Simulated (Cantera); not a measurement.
## Mg(OH)2 + H2 + O2 (calcination and drying)

Charge: 1 mol Mg(OH)2, a varied amount of H2, 0.06 mol O2, held at 2075 K and 15.8 Torr.

Equilibrium computed with Cantera from the NASA thermochemical tables; the gas is ideal and each condensed phase is pure. Candidate condensed phases: H2O, Mg, MgO, Mg(OH)2; 15 gas species. Kinetics and transport are ignored.

```json
[
 {"n(H2) (mol)": "0.067", "x H2O": "0.933", "x H2": "0.0187", "x O2": "0.0296", "x OH": "0.0143", "x H": "0.00251", "x O": "0.00138", "x Mg": "4.06e-5", "x MgOH": "2.27e-5", "n MgO(s)": "1.000"},
 {"n(H2) (mol)": "0.11", "x H2O": "0.942", "x H2": "0.0265", "x O2": "0.0149", "x OH": "0.0121", "x H": "0.00299", "x O": "0.000982", "x Mg": "5.72e-5", "x MgOH": "2.70e-5", "n MgO(s)": "1.000"},
 {"n(H2) (mol)": "0.16", "x H2O": "0.935", "x H2": "0.0466", "x O2": "0.00476", "x OH": "0.00909", "x H": "0.00397", "x O": "0.000555", "x Mg": "0.000101", "x MgOH": "3.58e-5", "n MgO(s)": "1.000"},
 {"n(H2) (mol)": "0.2", "x H2O": "0.914", "x H2": "0.0713", "x O2": "0.00194", "x OH": "0.00718", "x H": "0.00491", "x O": "0.000355", "x Mg": "0.000158", "x MgOH": "4.43e-5", "n MgO(s)": "1.000"},
 {"n(H2) (mol)": "0.24", "x H2O": "0.889", "x H2": "0.0981", "x O2": "0.000970", "x OH": "0.00595", "x H": "0.00576", "x O": "0.000251", "x Mg": "0.000224", "x MgOH": "5.20e-5", "n MgO(s)": "1.000"},
 {"n(H2) (mol)": "0.29", "x H2O": "0.856", "x H2": "0.131", "x O2": "0.000506", "x OH": "0.00497", "x H": "0.00665", "x O": "0.000181", "x Mg": "0.000311", "x MgOH": "6.01e-5", "n MgO(s)": "0.999"},
 {"n(H2) (mol)": "0.33", "x H2O": "0.832", "x H2": "0.156", "x O2": "0.000337", "x OH": "0.00442", "x H": "0.00726", "x O": "0.000148", "x Mg": "0.000381", "x MgOH": "6.55e-5", "n MgO(s)": "0.999"},
 {"n(H2) (mol)": "0.38", "x H2O": "0.802", "x H2": "0.185", "x O2": "0.000222", "x OH": "0.00391", "x H": "0.00791", "x O": "0.000120", "x Mg": "0.000469", "x MgOH": "7.15e-5", "n MgO(s)": "0.999"}
]
```
x: gas mole fraction; n: condensed amount in mol.

From 0.067 mol H2 to 0.38 mol H2 the condensed part is MgO(s). The main Mg-bearing gas is Mg(OH)2 at 0.067 mol H2 and Mg at 0.38 mol H2.
